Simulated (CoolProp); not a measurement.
Propylene along the isobar 53.7 bar: density (kg/m³) from the reference equation and from simpler models built on Tc = 91.1 °C, pc = 45.55 bar, ω = 0.146; each cubic takes its own stable root.

Model: reference Helmholtz-energy equation of state, Lemmon 2013, in CoolProp.

| T (°C) | phase | reference | van der Waals | Redlich-Kwong | Soave-Redlich-Kwong | Peng-Robinson |
|---|---|---|---|---|---|---|
| -21.25 | liquid | 583.6 | 377.2 | 540.7 | 549.2 | 620.2 |
| -13.55 | liquid | 573.8 | 371.6 | 530.2 | 539.1 | 608.9 |
| -5.75 | liquid | 563.5 | 365.6 | 519.0 | 528.3 | 596.9 |
| 1.95 | liquid | 553.0 | 359.5 | 507.5 | 517.1 | 584.3 |
| 9.65 | liquid | 542.2 | 353.0 | 495.5 | 505.2 | 571.0 |
| 17.45 | liquid | 530.7 | 346.2 | 482.8 | 492.6 | 556.7 |
| 25.15 | liquid | 518.9 | 339.2 | 469.5 | 479.3 | 541.6 |
| 32.85 | liquid | 506.5 | 331.7 | 455.4 | 465.1 | 525.5 |
| 40.55 | liquid | 493.3 | 323.8 | 440.5 | 449.9 | 508.0 |
| 48.35 | liquid | 479.0 | 315.1 | 424.2 | 433.3 | 488.8 |
| 56.05 | liquid | 463.6 | 305.8 | 406.8 | 415.3 | 468.0 |
| 63.75 | liquid | 446.6 | 295.7 | 387.7 | 395.4 | 444.7 |
